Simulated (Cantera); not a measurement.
Charge: 1 mol CH3SiH3, 1.1 mol C2H4, 12 mol H2, 0.018 mol C2H2, held at 7.50 Torr.

Cantera equilibrium calculation (NASA polynomials, part measured and part estimated; ideal gas, pure solids and liquids). Candidate condensed phases: C, C6H6, C7H8, C8H18, Si, SiC; 87 gas species. The feed counts by its element totals alone. Gases not in the tables: Si2H6 and higher silanes. The numbers say what is thermodynamically allowed, not how fast it happens.

log p: log10 of the partial pressure in bar; n: condensed amount in mol.

| T (K) | log p H2 | log p H | log p Si | log p SiC2 | n C(graphite) | n SiC(s) |
|---|---|---|---|---|---|---|
| 1550 | -2.00 | -5.50 | -9.53 | -12.11 | 2.24 | 1.000 |
| 1650 | -2.00 | -5.04 | -8.48 | -10.73 | 2.23 | 1.000 |
| 1750 | -2.00 | … | … | … | 2.23 | 1.000 |
| 1850 | -2.00 | -4.27 | -6.71 | -8.43 | 2.23 | 1.000 |
| 1950 | -2.01 | -3.94 | -5.97 | -7.45 | 2.22 | 0.998 |
| 2050 | -2.01 | -3.65 | -5.29 | -6.58 | 2.21 | 0.989 |
| 2150 | -2.02 | … | … | … | 2.21 | 0.955 |
| 2250 | -2.04 | -3.15 | -4.13 | -5.07 | 2.26 | 0.827 |
| 2350 | -2.07 | -2.94 | -3.63 | -4.41 | 2.49 | 0.378 |
| 2450 | -2.11 | -2.75 | -3.44 | -4.09 | 2.59 | 0 |

Q: Fill in the missing entries.

A: 
- 1750, log p H: -4.63
- 1750, log p Si: -7.54
- 1750, log p SiC2: -9.51
- 2150, log p H: -3.39
- 2150, log p Si: -4.69
- 2150, log p SiC2: -5.79
